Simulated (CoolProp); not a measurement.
Vapour pressure (bar) of water: the reference equation beside estimates from Tc = 647.1 K, pc = 220.6 bar, ω = 0.344. Clausius-Clapeyron is anchored at 511.1 K with a constant enthalpy of vaporisation of 31.98 kJ/mol.

The numbers come from the reference Helmholtz-energy equation of state, Wagner 2002 in CoolProp.

| T (K) | reference | Lee-Kesler | Clausius-Clapeyron | Redlich-Kwong | Soave-Redlich-Kwong | Peng-Robinson |
|---|---|---|---|---|---|---|
| 472.1 | 15.21 | ___ | 17.33 | 27.10 | 15.36 | 15.26 |
| 479.9 | 17.87 | 18.11 | 19.79 | 30.84 | 18.11 | 17.96 |
| 487.7 | 20.87 | 21.20 | 22.50 | ___ | 21.21 | 21.02 |
| 495.5 | 24.26 | 24.68 | 25.47 | ___ | 24.72 | 24.46 |
| 503.3 | 28.05 | 28.57 | 28.73 | 44.26 | 28.65 | 28.32 |
| 511.1 | 32.28 | 32.91 | 32.28 | 49.51 | 33.03 | 32.63 |
| 518.9 | 36.99 | ___ | 36.15 | 55.18 | 37.91 | 37.42 |
| 526.7 | 42.20 | 43.04 | 40.34 | 61.28 | 43.31 | 42.74 |
| 534.5 | 47.96 | ___ | 44.88 | 67.83 | 49.27 | 48.60 |
| 542.3 | 54.30 | 55.32 | 49.77 | 74.84 | 55.82 | 55.06 |
| 550.1 | 61.27 | ___ | 55.04 | 82.32 | ___ | 62.15 |
| 557.9 | 68.89 | 70.05 | 60.69 | 90.30 | 70.86 | 69.92 |
| 565.7 | 77.22 | 78.43 | 66.74 | 98.78 | 79.41 | 78.39 |
| 573.5 | 86.30 | 87.54 | 73.21 | ___ | 88.72 | 87.61 |

**Question.** Fill in the missing entries.

**Answer.** 
- 472.1, Lee-Kesler: 15.37
- 487.7, Redlich-Kwong: 34.94
- 495.5, Redlich-Kwong: 39.41
- 518.9, Lee-Kesler: 37.72
- 534.5, Lee-Kesler: 48.89
- 550.1, Lee-Kesler: 62.36
- 550.1, Soave-Redlich-Kwong: 63.01
- 573.5, Redlich-Kwong: 107.8

Absolute difference from the reference over all 14 rows, mean and median: Lee-Kesler 1.7 and 1.8 %, Clausius-Clapeyron 8.0 and 8.1 %, Redlich-Kwong 48.8 and 47.2 %, Soave-Redlich-Kwong 2.3 and 2.6 %, Peng-Robinson 1.1 and 1.2 %.
